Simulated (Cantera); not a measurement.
Input: 1 mol PbO, 950 mol H₂, 8.2 mol H₂O, equilibrated at 873.15 K and 4.20 mbar.

These are equilibrium values from Cantera (NASA tables, ideal gas, pure condensed phases), not measurements of a reactor. Candidate condensed phases: H₂O, Pb, PbO, PbO₂, Pb₃O₄; 12 gas species. Kinetics and transport are ignored.

Task: What is the equilibrium state?

Result: 
| Quantity | Value |
|---|---|
| x(H₂) | 0.990 |
| x(H₂O) | 0.00960 |
| x(Pb) | 0.000152 |
| n(Pb(l)) | 0.854 mol |
| gas amount | 958.3 mol |
| log10 activity of PbO₂(s) (absent) | -21.74 |
